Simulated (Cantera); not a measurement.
Mixture: 15.2 % CH4, 17.9 % O2, 67.0 % N2, equivalence ratio 1.7, at 1.00 atm, adiabatic and at constant volume. Ignition delay is the time to a rise of 400 K.

Detailed kinetics in Cantera: GRI-Mech 3.0 (53 species, 325 reactions).

Predict: delay at 1075 K; delay at 1225 K; delay at 1375 K; delay at 1525 K; apparent activation energy between 1450 and 1600 K.


| Property | Value |
|---|---|
| delay at 1075 K | 0.389 s |
| delay at 1225 K | 39.8 ms |
| delay at 1375 K | 5.59 ms |
| delay at 1525 K | 1.04 ms |
| apparent activation energy between 1450 and 1600 K | 200 kJ/mol |
